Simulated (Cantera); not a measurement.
Input: 1 mol MgO, 0.12 mol HCl, 0.52 mol N₂, held at 7.10 bar.

These are equilibrium values from Cantera (NASA tables, ideal gas, pure condensed phases), not measurements of a reactor. Candidate condensed phases: H₂O, Mg, MgCl₂, MgO, Mg(OH)₂, NH₄Cl; 38 gas species. Mutual solubility and eutectic melting of coexisting phases are not modelled. Kinetics and transport are ignored.

log p: log10 of the partial pressure in bar; n: condensed amount in mol.

```
T (°C)  log p N₂  log p HCl  log p MgCl₂  log p H₂O  log p Cl  n MgCl₂(l)  n MgO(s)
------  --------  ---------  -----------  ---------  --------  ----------  --------
802         0.77       0.07        -3.02      -1.04     -5.40         ___     0.992
877         0.77       0.08        -2.43      -1.16     -4.86         ___     0.994
952         0.76       0.09        -1.91      -1.26     -4.39         ___     0.995
1027        0.76       0.10        -1.45      -1.36     -3.98         ___     0.996
1102        0.76       0.09        -1.26      -1.26     -3.63           0     0.995
1177        0.76       0.07        -1.14      -1.14     -3.32           0     0.993
1252        0.76       0.06        -1.03      -1.03     -3.06           0     0.992
1327        0.76       0.04        -0.93      -0.93     -2.82           0     0.990
```

**Question.** Some entries are withheld; supply them.

**Answer.** 
- 802, n MgCl₂(l): 0.00795
- 877, n MgCl₂(l): 0.00584
- 952, n MgCl₂(l): 0.00376
- 1027, n MgCl₂(l): 0.000766
